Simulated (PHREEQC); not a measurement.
Solution (25 °C): 0.0072 mol/kgw NaHSO4 and 0.0027 mol/kgw Na2SO4. It is in equilibrium with CO2 at log p = -2 (atm). Otherwise closed; pH follows from the charge balance.

The numbers come from PHREEQC with the ion-association model, phreeqc.dat.

No solid was allowed to form.

Order these S species by the share of S that they hold, largest first: NaSO4-, SO4-2, HSO4-.

SO4-2 (76 %), HSO4- (21 %), NaSO4- (2.6 %)

The pH is 2.35 and the ionic strength 0.0250 mol/kgw. Species that the database lacks are ignored.
